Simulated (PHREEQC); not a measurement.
**Silver or lead bath: an equilibrium model**

Dissolve 0.15 mmol/kgw PbCl2 and 1.7 mmol/kgw NaCl at 50 °C. Closed to the air; pH follows from the charge balance.

Equilibrium calculation in PHREEQC: ion-association model, wateq4f.dat.

Each row changes one thing in this solution. This is a speciation only: nothing precipitates in the calculation.

| case | pH | SI of Halite (NaCl) |
|---|---|---|
| as made | 5.83 | -7.15 |
| NaCl from 0.0017 to 0.00255 mol/kgw | 5.85 | -6.83 |
| diluted 5-fold with water | ___ | ___ |
| PbCl2 left out | 6.64 | -7.21 |
| PbCl2 from 0.00015 to 3e-05 mol/kgw | ___ | -7.20 |
| temperature from 50 to 80 °C | 5.83 | -7.21 |

**Question.** What belongs in the gaps?

**Answer.** 
- diluted 5-fold with water, pH: 6.13
- diluted 5-fold with water, SI of Halite (NaCl): -8.52
- PbCl2 from 0.00015 to 3e-05 mol/kgw, pH: 6.16

Species that the database lacks are ignored. Some of these states are supersaturated (in Pb(OH)2, for instance). At this temperature some constants are extrapolated from 25 °C, and those without enthalpy data are left unchanged.
